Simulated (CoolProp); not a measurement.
Oxygen at 593.24 K and 9.25 MPa is throttled through a valve to 2.12 MPa with no heat exchange. Each further row changes one setting.

Model: reference Helmholtz-energy equation of state, Schmidt 1985, in CoolProp.

```
case                       temperature change (K)  final density (kg/m³)
-------------------------  ----------------------  ---------------------
as stated                              (withheld)             (withheld)
outlet pressure 0.636 MPa              (withheld)             (withheld)
outlet pressure 2.76 MPa               (withheld)             (withheld)
```

Problem. Fill in the missing entries.

Solution. 
- as stated, temperature change (K): -2.3
- as stated, final density (kg/m³): 13.7
- outlet pressure 0.636 MPa, temperature change (K): -2.8
- outlet pressure 0.636 MPa, final density (kg/m³): 4.14
- outlet pressure 2.76 MPa, temperature change (K): -2.0
- outlet pressure 2.76 MPa, final density (kg/m³): 17.8

Above 300 K oxygen's equation is extrapolated.
